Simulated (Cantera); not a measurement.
Input (Python, Cantera) and output of one run.

```python
import numpy as np
import cantera as ct

gas_names = """
    H HO2 H2 H2O H2O2 O OH O2 O3 Pb PbO Pb2
""".split()
cond_names = """
    H2O(s) H2O(L) Pb(cr) Pb(L) PbO(rd) PbO(yw) PbO(L) PbO2(s) Pb3O4(s)
""".split()


def load(file, names, dense=False):
    # The tables refer to 1 bar. Condensed volumes are neglected.
    table = {s.name: s for s in ct.Species.list_from_file(file)}
    out = []
    for n in names:
        d = dict(table[n].input_data)
        d["thermo"] = dict(d["thermo"], **{"reference-pressure": 1e5})
        if dense:
            d["equation-of-state"] = {"model": "constant-volume", "density": "1e6 g/cm^3"}
        out.append(ct.Species.from_dict(d))
    return out


gas = ct.Solution(thermo="ideal-gas", species=load("nasa_gas.yaml", gas_names))
cond = {s.name: ct.Solution(thermo="fixed-stoichiometry", species=[s], name=s.name)
        for s in load("nasa_condensed.yaml", cond_names, dense=True)}
atoms = {
    'PbO': {'Pb': 1, 'O': 1},
    'H2': {'H': 2},
}
top_T = {'Pb3O4(s)': 820}  # K; cautious upper limits of use, not melting points


def equilibrate(T, P, feed):
    n = {}
    for name, mol in feed.items():
        for a, k in atoms[name].items():
            n[a] = n.get(a, 0.0) + k * mol
    gas.TPX = T, P, n
    mass = sum(n.values()) * gas.mean_molecular_weight
    gas.equilibrate("TP")
    valid = [c for c in cond.values() if c.min_temp <= T <= top_T.get(c.name, c.max_temp)]
    mix = ct.Mixture([(gas, mass / gas.mean_molecular_weight)] + [(c, 0.0) for c in valid])
    mix.T, mix.P = T, P
    mix.equilibrate("TP", solver="vcs", rtol=1e-11, max_steps=5000)
    return mix


results = []
feed = {'PbO': 1, 'H2': 1}  # mol
T = 1175  # K
P = 101325  # Pa
mix = equilibrate(T, P, feed)
results.append((T, P, feed, dict(zip(mix.species_names, mix.species_moles))))
print(gas.report(threshold=0.001))
for i in range(1, mix.n_phases):
    print(f"{mix.phase(i).name:16s} {mix.phase_moles(i):12.5e} mol")
```

It prints:

```
       temperature   1175 K
          pressure   1.0132e+05 Pa
           density   0.18773 kg/m^3
  mean mol. weight   18.1 kg/kmol
   phase of matter   gas

                          1 kg             1 kmol
                     ---------------   ---------------
          enthalpy       -1.1499e+07       -2.0813e+08  J
   internal energy       -1.2039e+07        -2.179e+08  J
           entropy             13232         2.395e+05  J/K
    Gibbs function       -2.7046e+07       -4.8954e+08  J
 heat capacity c_p            2409.6             43615  J/K
 heat capacity c_v            1950.3             35301  J/K

                      mass frac. Y      mole frac. X     chem. pot. / RT
                     ---------------   ---------------   ---------------
               H2O           0.99456           0.99926           -50.133
     [  +11 minor]         0.0054403        0.00073765

Pb(L)             9.99302e-01 mol
PbO(L)            2.28341e-04 mol
PbO2(s)           0.00000e+00 mol
```

These are equilibrium values from Cantera (NASA tables, ideal gas, pure condensed phases), not measurements of a reactor. Each liquid is taken as pure. Mutual solubility and eutectic melting of coexisting phases are not modelled.
